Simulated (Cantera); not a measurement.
What does this Cantera script print?

```python
import numpy as np
import cantera as ct

gas = ct.Solution("gri30.yaml")
gas.TPX = 1648, 190000, {'NO': 1, 'N2': 1.2}
reactor = ct.IdealGasConstPressureReactor(gas, energy="off", clone=False)
net = ct.ReactorNet([reactor])
net.rtol, net.atol = 1e-08, 1e-18
show = ['NO', 'N2O', 'NO2', 'O2', 'O', 'N2']
times = np.geomspace(1e-06, 70, 10)

steps = ct.SolutionArray(gas, extra=["t"])
rows = []
print(f"{'t/s':>10s}{'T/K':>9s}{'P/Pa':>11s}" + "".join(f"{s:>11s}" for s in show))
for t in times:
    while net.time < t:
        t_next = net.step()
        steps.append(gas.state, t=t_next)
    rows.append([np.interp(t, steps.t, y) for y in (steps.T, steps.P, *steps(*show).X.T)])
    print(f"{t:10.3e}{rows[-1][0]:9.1f}{rows[-1][1]:11.4g}" + "".join(f"{x:11.3e}" for x in rows[-1][2:]))
rate = np.gradient(steps.T, steps.t)
print("integrator steps:", len(steps.t))
if steps.T.max() > steps.T[0] + 200:
    print(f"time of steepest temperature rise: {steps.t[rate.argmax()]:.4e} s")
gas.TPX = 1648, 190000, {'NO': 1, 'N2': 1.2}
gas.equilibrate("TP")
print(f"equilibrium (TP): T = {gas.T:.1f} K  " + "  ".join(f"{s} {gas[s].X[0]:.3e}" for s in show))
```

It prints:

```
       t/s      T/K       P/Pa         NO        N2O        NO2         O2          O         N2
 1.000e-06   1648.0    1.9e+05  4.545e-01  2.052e-08  2.540e-09  1.571e-12  1.798e-08  5.455e-01
 7.442e-06   1648.0    1.9e+05  4.545e-01  1.525e-07  8.674e-08  5.460e-11  6.608e-08  5.455e-01
 5.538e-05   1648.0    1.9e+05  4.545e-01  1.128e-06  1.063e-06  8.025e-10  8.079e-08  5.455e-01
 4.121e-04   1648.0    1.9e+05  4.545e-01  8.035e-06  8.738e-06  1.717e-08  1.162e-07  5.455e-01
 3.067e-03   1648.0    1.9e+05  4.544e-01  4.395e-05  7.753e-05  2.078e-06  4.051e-07  5.455e-01
 2.282e-02   1648.0    1.9e+05  4.534e-01  8.133e-05  2.972e-04  2.800e-04  1.214e-06  5.459e-01
 1.698e-01   1648.0    1.9e+05  4.473e-01  7.930e-05  3.902e-04  3.224e-03  1.587e-06  5.490e-01
 1.264e+00   1648.0    1.9e+05  4.068e-01  6.521e-05  7.007e-04  2.320e-02  3.052e-06  5.692e-01
 9.406e+00   1648.0    1.9e+05  2.402e-01  2.253e-05  8.410e-04  1.064e-01  6.106e-06  6.525e-01
 7.000e+01   1648.0    1.9e+05  5.173e-02  1.208e-06  2.476e-04  2.012e-01  8.303e-06  7.468e-01
integrator steps: 1076
equilibrium (TP): T = 1648.0 K  NO 2.439e-03  N2O 1.964e-07  NO2 1.237e-05  O2 2.260e-01  O 8.787e-06  N2 7.715e-01
```

Detailed kinetics in Cantera: GRI-Mech 3.0 (53 species, 325 reactions).
